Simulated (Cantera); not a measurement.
Ignition delay

Mixture: H2 : O2 : N2 = 1 : 0.357 : 3.3 (molar parts), equivalence ratio 1.4, at 5.00 bar, adiabatic and at constant pressure. Ignition delay is the time to a rise of 400 K.

Cantera simulation using GRI-Mech 3.0 (53 species, 325 reactions); the numbers are that mechanism's predictions, not measurements. The hydrogen kinetics of GRI-Mech 3.0 are dated; newer H2 mechanisms differ, most at raised pressure. Where the delays flatten at high temperature, the 400 K rule measures the pace of heat release, not the induction time.

| T0 (K) | delay (ms) |
|---|---|
| 1150 | 0.0707 |
| 1250 | 0.0175 |
| 1350 | 0.00970 |
| 1450 | 0.00664 |
| 1550 | 0.00513 |
| 1650 | 0.00435 |
| 1750 | 0.00398 |
